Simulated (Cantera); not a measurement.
Feed: 1 mol TiO2, 1.4 mol H2, 0.99 mol H2O, at 2200 K and 1330 Pa.

Method: chemical equilibrium by Gibbs-energy minimisation in Cantera with the NASA 1993 tables (ideal gas, pure condensed phases). Condensed phases not in the tables: Magnéli phases beyond Ti4O7. Kinetics and transport are ignored.

```
species              before    after
-----------------  --------  -------
H2                    0.458    0.586
H2O                   0.503    0.414
H                    0.0330  4.95e-7
TiO2               0.000342    <1e-9
OH                  0.00506  2.11e-9
O                  0.000254    <1e-9
O2                 0.000118    <1e-9
Ti4O7(l), mol         0.250        0
TiO2(rutile), mol         0     1.00
```
Gas species are given as mole fractions.

Problem. What was changed between the two runs?
A. H2O from 0.99 to 0.34 mol
B. H2 from 1.4 to 49 mol
C. H2 from 1.4 to 20 mol
D. temperature from 2200 K to 1150 K

Solution. D, temperature from 2200 K to 1150 K
